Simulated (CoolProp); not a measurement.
Vapour-liquid equilibrium of isohexane (1) + ethanol (2) at 0.299 MPa; x and y are mole fractions of (1).

Values from CoolProp's multi-fluid Helmholtz-energy mixture model, Lemmon 2006 and Schroeder 2014; pair parameters Bell 2016.

| x | bubble temperature, mixture model (°C) | bubble temperature, Raoult's law (°C) | y, mixture model | y, Raoult's law |
|---|---|---|---|---|
| 0.05 | 101.5 | 108.2 | 0.236 | 0.063 |
| 0.2 | 91.1 | 106.9 | 0.514 | 0.244 |
| 0.35 | 88.7 | 105.5 | 0.578 | 0.413 |
| 0.5 | 88.2 | 104.1 | 0.598 | 0.570 |
| 0.65 | 88.1 | 102.6 | 0.621 | 0.714 |
| 0.8 | 89.0 | 101.0 | 0.681 | 0.845 |
| 0.95 | 94.3 | 99.3 | 0.863 | 0.963 |

The largest gap from Raoult's law is -16.8 K in bubble temperature, at x = 0.35. y crosses x between x = 0.5 and 0.65: the model has an azeotrope there.

Pair parameters are fitted to limited data, so mixtures are less certain than the pure fluids.
